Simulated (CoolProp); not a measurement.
Saturation properties of dimethyl carbonate.

Values from CoolProp's reference Helmholtz-energy equation of state, Zhou 2011.

| T (K) | p (kPa) | liquid density (kg/m³) | vapour density (kg/m³) | liquid cp (kJ/(kg K)) | surface tension (mN/m) |
|---|---|---|---|---|---|
| 414.1 | 406.6 | (withheld) | 11.56 | 2.103 | 12.5 |
| 418.1 | 446.1 | 891.1 | 12.64 | 2.116 | 12.0 |
| 422.1 | 488.6 | 884.6 | 13.79 | 2.130 | 11.5 |
| 426.1 | 534.0 | 878.1 | 15.04 | 2.143 | 11.0 |
| 430 | 581.4 | 871.6 | 16.33 | 2.157 | 10.6 |
| 434 | 633.2 | 864.9 | 17.75 | (withheld) | 10.1 |
| 438 | 688.5 | 858.1 | 19.27 | 2.186 | 9.65 |
| 442 | 747.3 | (withheld) | 20.90 | 2.201 | 9.21 |
| 446 | 809.9 | 844.2 | 22.64 | 2.217 | 8.76 |
| 449.9 | 874.7 | 837.3 | 24.45 | 2.234 | 8.34 |
| 453.9 | (withheld) | 830.0 | (withheld) | 2.251 | 7.91 |
| 457.9 | 1020 | 822.7 | 28.56 | 2.269 | 7.49 |
| 461.9 | 1099 | 815.2 | 30.82 | 2.288 | 7.07 |

**Question.** Fill in the missing entries.

**Answer.** 
- 414.1, liquid density (kg/m³): 897.5
- 434, liquid cp (kJ/(kg K)): 2.171
- 442, liquid density (kg/m³): 851.2
- 453.9, p (kPa): 945.2
- 453.9, vapour density (kg/m³): 26.44

It boils at 363.3 K under 1 atm.

Surface tension comes from a separate correlation (Mulero 2014).
